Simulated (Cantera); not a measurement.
Gas mixture: NO = 0.14 (molar parts), at 1.60 bar, frozen composition.

Cantera's kinetic-theory transport with the Lennard-Jones parameters of GRI-Mech 3.0, ideal gas; thermal conductivity in the mixture-averaged form. The composition is frozen, though it would react at the higher temperatures.

D: mixture-averaged diffusion coefficient of that species in the mixture.

| T (K) | ρ (kg/m³) | cp (J/kg/K) | μ (µPa s) | λ (mW/m/K) | Pr | D (cm²/s) NH₃ | D (cm²/s) C₂H₂ | D (cm²/s) CH₃ |
|---|---|---|---|---|---|---|---|---|
| 400 | 1.44 | 998.6 | 23.1 | 32.4 | 0.712 | 0.239 | ? | 0.235 |
| 600 | 0.962 | 1041 | 30.6 | 45.1 | 0.706 | 0.502 | ? | 0.472 |
| 800 | 0.722 | 1092 | 37.1 | 57.3 | 0.708 | 0.835 | ? | 0.769 |
| 1000 | 0.577 | 1133 | 42.9 | 68.6 | 0.709 | 1.23 | ? | 1.12 |
| 1200 | 0.481 | 1159 | 48.4 | 79.3 | 0.707 | 1.68 | ? | 1.52 |
| 1400 | 0.412 | 1181 | 53.4 | 89.4 | 0.706 | 2.18 | ? | 1.96 |
| 1600 | 0.361 | 1199 | 58.3 | 99.0 | 0.706 | 2.73 | ? | 2.45 |

Fill in the missing entries.


- 400, D (cm²/s) C₂H₂: 0.175
- 600, D (cm²/s) C₂H₂: 0.355
- 800, D (cm²/s) C₂H₂: 0.581
- 1000, D (cm²/s) C₂H₂: 0.847
- 1200, D (cm²/s) C₂H₂: 1.15
- 1400, D (cm²/s) C₂H₂: 1.49
- 1600, D (cm²/s) C₂H₂: 1.86
